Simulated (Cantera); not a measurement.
# Ignition delay

Mixture: CH4 : CO : O2 : N2 = 1 : 0.091 : 2.2 : 8.27 (molar parts), equivalence ratio 0.93, at 9.87 atm, adiabatic and at constant pressure. Ignition delay is the time to a rise of 400 K.

Detailed kinetics in Cantera: GRI-Mech 3.0 (53 species, 325 reactions).

```
T0 (K)  delay (ms)
------  ----------
1173          7.31
1273          2.09
1373         0.677
1473         0.243
1573        0.0952
1673        0.0408
```

The apparent activation energy between 1473 and 1673 K comes out as 180 kJ/mol.
